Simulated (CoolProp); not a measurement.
A simple Rankine cycle with R142b: condensing at 298.15 K, boiler at 2.59 MPa, turbine inlet 469 K, turbine efficiency 0.65, pump efficiency 0.6, no recuperator. Each further row changes one setting.

Values from CoolProp's reference Helmholtz-energy equation of state, Lemmon 2006. It is a short technical equation, of lower accuracy than the large ones.

| case | thermal efficiency (%) | net work (kJ/kg) | heat in (kJ/kg) | turbine exit temperature (K) | volume ratio over the turbine |
|---|---|---|---|---|---|
| as stated | 11.3 | 39.5 | 351 | 411.0 | 7.69 |
| condensing temperature 290.15 K | 12.3 | 44.5 | 361 | 405.3 | 9.82 |
| boiler pressure 1.81 MPa | 9.7 | 34.7 | 359 | 423.5 | 5.25 |
| turbine efficiency 0.55 | 9.4 | 32.9 | 351 | 417.4 | 7.82 |
